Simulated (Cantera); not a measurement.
A freely propagating, adiabatic, planar premixed flame of CO : H2 : O2 : N2 = 1 : 0.047 : 0.737 : 2.77 (molar parts), equivalence ratio 0.71, unburnt at 348 K and 0.132 atm; mixture-averaged transport, grid criteria slope 0.08 and curve 0.16, no radiation.

Detailed kinetics in Cantera: GRI-Mech 3.0 (53 species, 325 reactions). Burning velocities carry a grid error of a few per cent, more on coarse grids.

Problem. Predict: laminar burning velocity; thermal thickness; peak x(O).

Solution. 
* **laminar burning velocity**: 37.5 cm/s
* **thermal thickness**: 9.98 mm
* **peak x(O)**: 0.0224
